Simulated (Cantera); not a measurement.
An isothermal, constant-pressure homogeneous reactor starts with CH4 : N2 = 1 : 16 (molar parts), at 2000 K and 1400 Pa. Integrator tolerance rtol = 1e-08.

Model: GRI-Mech 3.0 (53 species, 325 reactions), integrated in Cantera. GRI-Mech 3.0 stops at C3 and has no aromatics, soot or wall deposition, so with more carbon than oxygen in the feed, carbon stays in small species such as C2H2 where larger ones or solid carbon would form. Radical loss at walls, strong at low pressure, is not modelled.

Task: What does this change do: pressure from 1400 Pa to 2670 Pa?

Result: 
```json
[
 {"quantity": "x(CH4) at 60.0 s", "before": "1.43e-7 (gas-phase equilibrium 3.50e-7)", "after": "3.33e-7 (gas-phase equilibrium 6.75e-7)"},
 {"quantity": "x(CH3) at 60.0 s", "before": "1.37e-7 (gas-phase equilibrium 3.35e-7)", "after": "2.30e-7 (gas-phase equilibrium 4.66e-7)"},
 {"quantity": "x(CH2) at 60.0 s", "before": "8.59e-9 (gas-phase equilibrium 2.11e-8)", "after": "1.05e-8 (gas-phase equilibrium 2.12e-8)"},
 {"quantity": "x(C2H4) at 60.0 s", "before": "2.10e-7 (gas-phase equilibrium 3.84e-8)", "after": "4.03e-7 (gas-phase equilibrium 7.37e-8)"},
 {"quantity": "x(H) at 60.0 s", "before": "0.00395 (gas-phase equilibrium 0.00395)", "after": "0.00287 (gas-phase equilibrium 0.00287)"},
 {"quantity": "x(HCN) at 60.0 s", "before": "0.000250 (gas-phase equilibrium 0.0453)", "after": "0.000297 (gas-phase equilibrium 0.0453)"}
]
```
